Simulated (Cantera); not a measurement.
# Gas-phase reforming

An isothermal, constant-pressure homogeneous reactor starts with 24.4 % CH4, 75.6 % H2O, at 1600 K and 0.760 atm.

Cantera simulation using GRI-Mech 3.0 (53 species, 325 reactions); the numbers are that mechanism's predictions, not measurements.

| t (s) | x CH4 | x H2O | x HCO | x C2H2 | x CO2 | x C2H | x H2 |
|---|---|---|---|---|---|---|---|
| 4.00e-5 | 0.244 | 0.756 | <1e-12 | 5.38e-10 | <1e-12 | <1e-12 | 5.67e-5 |
| 0.000180 | 0.243 | 0.756 | 4.21e-11 | 2.23e-7 | 6.36e-12 | <1e-12 | 0.000299 |
| 0.000808 | 0.241 | 0.755 | 1.01e-9 | 3.47e-5 | 8.56e-9 | 1.33e-11 | 0.00213 |
| 0.00363 | 0.224 | 0.748 | 4.32e-9 | 0.00249 | 2.47e-6 | 1.23e-9 | 0.0186 |
| 0.0163 | 0.173 | 0.713 | 2.69e-9 | 0.0237 | 8.64e-5 | 1.01e-8 | 0.0839 |
| 0.0734 | 0.0938 | 0.651 | 1.50e-9 | 0.0536 | 0.00153 | 2.10e-8 | 0.191 |
| 0.330 | 0.0404 | 0.558 | 1.39e-9 | 0.0570 | 0.0123 | 2.17e-8 | 0.304 |
| 1.48 | 0.0245 | 0.434 | 2.84e-9 | 0.0264 | 0.0260 | 8.66e-9 | 0.413 |
| 6.67 | 0.00944 | 0.342 | 4.64e-9 | 0.00343 | 0.0284 | 1.02e-9 | 0.494 |
| 30.0 | 0.000895 | 0.318 | 5.16e-9 | 2.56e-5 | 0.0277 | 7.42e-12 | 0.518 |
x: mole fraction; the columns are a selection and need not sum to one.

Equilibrium at this temperature and pressure: CH4 4.99e-8, H2O 0.317, HCO 5.23e-9, C2H2 <1e-12, CO2 0.0277, C2H <1e-12, H2 0.519 (gas phase only).
